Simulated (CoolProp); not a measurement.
Vapour-liquid equilibrium of propylene (1) + cyclohexane (2) at 294.2 K; x and y are mole fractions of (1).

Values from CoolProp's multi-fluid Helmholtz-energy mixture model, Lemmon 2013 and Zhou 2014; pair parameters Bell 2016.

```json
[
 {"x": "0.05", "bubble pressure (bar)": "0.7401", "y at the bubble point": "?", "dew pressure at overall composition x (bar)": "0.1143", "liquid density (mol/L)": "9.390"},
 {"x": "0.15", "bubble pressure (bar)": "1.921", "y at the bubble point": "0.947", "dew pressure at overall composition x (bar)": "0.1278", "liquid density (mol/L)": "9.698"},
 {"x": "0.25", "bubble pressure (bar)": "3.010", "y at the bubble point": "0.968", "dew pressure at overall composition x (bar)": "0.1448", "liquid density (mol/L)": "10.02"},
 {"x": "0.35", "bubble pressure (bar)": "4.027", "y at the bubble point": "0.978", "dew pressure at overall composition x (bar)": "0.1670", "liquid density (mol/L)": "10.34"},
 {"x": "0.45", "bubble pressure (bar)": "4.992", "y at the bubble point": "0.984", "dew pressure at overall composition x (bar)": "0.1972", "liquid density (mol/L)": "10.68"},
 {"x": "0.55", "bubble pressure (bar)": "5.923", "y at the bubble point": "?", "dew pressure at overall composition x (bar)": "0.2407", "liquid density (mol/L)": "11.01"},
 {"x": "0.65", "bubble pressure (bar)": "6.841", "y at the bubble point": "0.991", "dew pressure at overall composition x (bar)": "0.3088", "liquid density (mol/L)": "11.34"},
 {"x": "0.75", "bubble pressure (bar)": "7.772", "y at the bubble point": "0.993", "dew pressure at overall composition x (bar)": "0.4306", "liquid density (mol/L)": "11.66"},
 {"x": "0.85", "bubble pressure (bar)": "8.750", "y at the bubble point": "?", "dew pressure at overall composition x (bar)": "0.7109", "liquid density (mol/L)": "11.94"},
 {"x": "0.95", "bubble pressure (bar)": "9.835", "y at the bubble point": "0.999", "dew pressure at overall composition x (bar)": "2.022", "liquid density (mol/L)": "12.14"}
]
```

Complete the blanks.


- 0.05, y at the bubble point: 0.856
- 0.55, y at the bubble point: 0.988
- 0.85, y at the bubble point: 0.996

No azeotrope shows between x = 0.05 and 0.95.

Pair parameters are fitted to limited data, so mixtures are less certain than the pure fluids. The gap from Raoult's law changes sign with composition, which may be real or a fault of the pair parameters; it wasn't checked against measurements.
